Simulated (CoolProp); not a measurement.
Saturation properties of R1123 (Tc = 331.7 K, pc = 4.549 MPa, ω = 0.243).

Computed with CoolProp (reference Helmholtz-energy equation of state, Akasaka 2020).

| T (K) | p (MPa) | liquid density (kg/m³) | vapour density (kg/m³) |
|---|---|---|---|
| 234.3 | 0.2835 | 1272 | 12.90 |
| 240.4 | 0.3613 | (withheld) | 16.26 |
| 246.5 | 0.4542 | 1229 | 20.28 |
| 252.6 | 0.5642 | 1206 | 25.05 |
| 258.7 | 0.6931 | 1183 | 30.69 |
| 264.8 | (withheld) | 1159 | (withheld) |
| 270.9 | (withheld) | 1133 | 45.13 |
| 277 | 1.213 | 1106 | 54.31 |
| 283.1 | 1.437 | 1077 | 65.12 |
| 289.2 | 1.691 | 1047 | 77.92 |
| 295.3 | (withheld) | 1014 | (withheld) |

Q: What belongs in the gaps?

A: 
- 240.4, liquid density (kg/m³): 1251
- 264.8, p (MPa): 0.8427
- 264.8, vapour density (kg/m³): 37.33
- 270.9, p (MPa): 1.015
- 295.3, p (MPa): 1.977
- 295.3, vapour density (kg/m³): 93.18

It boils at 211.9 K under 1 atm.
